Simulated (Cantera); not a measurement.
A closed system holds: 1 mol BN, 0.077 mol N2, 0.021 mol H2O, at 10.0 mbar.

Cantera equilibrium calculation (NASA polynomials, part measured and part estimated; ideal gas, pure solids and liquids). Candidate condensed phases: B, BN, B2O3, B3O3H3, H2O; 39 gas species. Mutual solubility and eutectic melting of coexisting phases are not modelled. The numbers say what is thermodynamically allowed, not how fast it happens.

### Question
Which condensed phases are stable at each of these points (T (K)): 1475, 1575, 1675, 1775, 1875, 1975, 2075, 2175, 2275, 2375, 2475, 2575, 2675?

### Answer
```csv
T (K),condensed phases,B condensed (%)
1475,BN(s) + B2O3(l),99.9
1575,BN(s) + B2O3(l),99.7
1675,BN(s),98.6
1775,BN(s),98.4
1875,BN(s),98.2
1975,BN(s),98.0
2075,BN(s),97.9
2175,BN(s),97.9
2275,BN(s),97.9
2375,B(l),97.7
2475,B(l),97.4
2575,B(l),96.7
2675,B(l),95.0
```

From 1475 K to 1575 K the condensed part is BN(s) + B2O3(l). From 1675 K to 2275 K the condensed part is BN(s). From 2375 K to 2675 K the condensed part is B(l).
